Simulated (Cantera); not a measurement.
What does this Cantera script print?

```python
import numpy as np
import cantera as ct

gas = ct.Solution("gri30.yaml")
gas.TPX = 1425, 100000, {'C2H4': 1, 'H2': 2.4}
reactor = ct.IdealGasConstPressureReactor(gas, energy="off", clone=False)
net = ct.ReactorNet([reactor])
net.rtol, net.atol = 1e-08, 1e-18
show = ['C2H4', 'H2', 'CH2', 'C2H6', 'H', 'CH3']
times = np.geomspace(8e-05, 40, 15)

steps = ct.SolutionArray(gas, extra=["t"])
rows = []
print(f"{'t/s':>10s}{'T/K':>9s}{'P/Pa':>11s}" + "".join(f"{s:>11s}" for s in show))
for t in times:
    while net.time < t:
        t_next = net.step()
        steps.append(gas.state, t=t_next)
    rows.append([np.interp(t, steps.t, y) for y in (steps.T, steps.P, *steps(*show).X.T)])
    print(f"{t:10.3e}{rows[-1][0]:9.1f}{rows[-1][1]:11.4g}" + "".join(f"{x:11.3e}" for x in rows[-1][2:]))
rate = np.gradient(steps.T, steps.t)
print("integrator steps:", len(steps.t))
if steps.T.max() > steps.T[0] + 200:
    print(f"time of steepest temperature rise: {steps.t[rate.argmax()]:.4e} s")
gas.TPX = 1425, 100000, {'C2H4': 1, 'H2': 2.4}
gas.equilibrate("TP")
print(f"equilibrium (TP): T = {gas.T:.1f} K  " + "  ".join(f"{s} {gas[s].X[0]:.3e}" for s in show))
```

It prints:

```
       t/s      T/K       P/Pa       C2H4         H2        CH2       C2H6          H        CH3
 8.000e-05   1425.0      1e+05  2.940e-01  7.059e-01  2.340e-12  5.861e-07  9.223e-08  4.508e-10
 2.042e-04   1425.0      1e+05  2.938e-01  7.059e-01  6.788e-12  4.020e-06  2.638e-07  3.216e-09
 5.215e-04   1425.0      1e+05  2.932e-01  7.061e-01  3.229e-11  3.645e-05  1.251e-06  3.434e-08
 1.331e-03   1425.0      1e+05  2.863e-01  7.071e-01  4.342e-10  7.486e-04  1.589e-05  2.007e-06
 3.399e-03   1425.0      1e+05  2.334e-01  7.134e-01  1.123e-09  2.158e-03  3.298e-05  1.363e-05
 8.678e-03   1425.0      1e+05  1.478e-01  7.218e-01  1.055e-09  1.412e-03  3.015e-05  2.298e-05
 2.216e-02   1425.0      1e+05  8.592e-02  7.230e-01  8.566e-10  8.057e-04  2.413e-05  2.896e-05
 5.657e-02   1425.0      1e+05  6.718e-02  7.109e-01  7.532e-10  6.128e-04  1.884e-05  3.459e-05
 1.444e-01   1425.0      1e+05  6.209e-02  6.862e-01  6.837e-10  5.512e-04  1.424e-05  4.177e-05
 3.687e-01   1425.0      1e+05  5.598e-02  6.504e-01  5.624e-10  4.817e-04  1.011e-05  4.710e-05
 9.414e-01   1425.0      1e+05  4.889e-02  6.080e-01  4.472e-10  4.141e-04  7.176e-06  5.008e-05
 2.404e+00   1425.0      1e+05  4.311e-02  5.717e-01  3.806e-10  3.716e-04  5.606e-06  5.173e-05
 6.137e+00   1425.0      1e+05  4.099e-02  5.578e-01  3.618e-10  3.594e-04  5.151e-06  5.234e-05
 1.567e+01   1425.0      1e+05  4.086e-02  5.570e-01  3.608e-10  3.587e-04  5.126e-06  5.238e-05
 4.000e+01   1425.0      1e+05  4.086e-02  5.570e-01  3.608e-10  3.587e-04  5.126e-06  5.238e-05
integrator steps: 1285
equilibrium (TP): T = 1425.0 K  C2H4 4.086e-02  H2 5.570e-01  CH2 3.608e-10  C2H6 3.587e-04  H 5.126e-06  CH3 5.238e-05
```

Model: GRI-Mech 3.0 (53 species, 325 reactions), integrated in Cantera. GRI-Mech 3.0 was tuned for natural gas; its chemistry of ethylene as a main component is partial and can be far from experiment. GRI-Mech 3.0 stops at C3 and has no aromatics, soot or wall deposition, so with more carbon than oxygen in the feed, carbon stays in small species such as C2H2 where larger ones or solid carbon would form.
